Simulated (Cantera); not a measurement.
A closed system holds: 1 mol SiH4, 0.71 mol O2, 11 mol H2, 4.6 mol NO, at 1648.15 K and 9.30e-5 bar.

Equilibrium computed with Cantera from the NASA thermochemical tables; the gas is ideal and each condensed phase is pure. Candidate condensed phases: H2O, Si, SiO2, Si2N2O, Si3N4; 35 gas species. The tables hold silica as quartz up to 1696 K and as liquid above; real silica turns to tridymite and cristobalite and melts near 1996 K. Kinetics and transport are ignored.

Task: What is the equilibrium state?

Result: 
```json
{
 "x(H2)": "0.578",
 "x(H2O)": "0.263",
 "x(N2)": "0.149",
 "x(H)": "0.00703",
 "x(SiO)": "0.00198",
 "x(OH)": "0.000144",
 "x(SiO2)": "1.62e-6",
 "x(O)": "1.43e-6",
 "x(NO)": "1.22e-6",
 "n(SiO2(β-quartz))": "0.970 mol",
 "gas_amount": "15.39 mol",
 "log10 activity of Si(s) (absent)": "-9.03"
}
```
